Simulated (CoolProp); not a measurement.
CH3F (R41) at several states: density (kg/m³) from the reference equation and from simpler models built on Tc = 317.3 K, pc = 5.906 MPa, ω = 0.200; each cubic takes its own stable root.

The numbers come from the reference Helmholtz-energy equation of state, Lemmon 2006 in CoolProp. It is a short technical equation, of lower accuracy than the large ones.

```tsv
T (K)	p (MPa)	phase	reference	van der Waals	Redlich-Kwong	Peng-Robinson
321.6	24.5	supercritical	(withheld)	(withheld)	(withheld)	(withheld)
401.4	0.281	gas	2.890	2.888	2.889	2.890
216.5	0.461	liquid	(withheld)	(withheld)	(withheld)	748.0
241.5	0.0443	gas	0.7566	0.7540	0.7550	0.7556
```

### Question
Fill in the missing entries.

### Answer

- 321.6, reference: 644.8
- 321.6, van der Waals: 405.2
- 321.6, Redlich-Kwong: 511.0
- 321.6, Peng-Robinson: 567.0
- 216.5, reference: 834.2
- 216.5, van der Waals: 9.270
- 216.5, Redlich-Kwong: 642.3

At some of these states van der Waals gives the other phase, because its saturation line lies elsewhere.
